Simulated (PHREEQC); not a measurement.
## Reverse-osmosis permeate

A made-up water analysis in mmol/kgw, 25 °C, pH 6.76, pe 11.2:

```csv
constituent,mmol/kgw
Na,0.262
K,0.0448
Ca,0.482
Mg,0.286
Cl,0.95
S(6),0.15
Alkalinity (meq/kgw),0.586
O(0) (counted as O atoms),0.0042
Si,0.0076
Zn,0.0334
Pb,0.000928
```

Valence states are taken as typed.

Equilibrium calculation in PHREEQC: ion-association model, phreeqc.dat.

Precipitation was switched off in this run.

What specific conductance does the model give?

specific conductance 212 µS/cm.

In which forms is Ca present?

Ca+2 98 %, CaSO4 1.5 %, CaHCO3+ 0.6 % of the Ca.
